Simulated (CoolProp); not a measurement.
Values from CoolProp's reference Helmholtz-energy equation of state, Lemmon 2013.

Q: For propylene, give the phase and the cp (kJ/(kg K)), speed of sound (m/s) at 229.35 °C and 0.452 MPa; 189.35 °C and 0.0144 MPa; -156.45 °C and 0.394 MPa.

A: 
- 229.35 °C and 0.452 MPa: gas; cp 2.28, speed of sound 327
- 189.35 °C and 0.0144 MPa: gas; cp 2.14, speed of sound 317
- -156.45 °C and 0.394 MPa: liquid; cp 2.10, speed of sound 1860
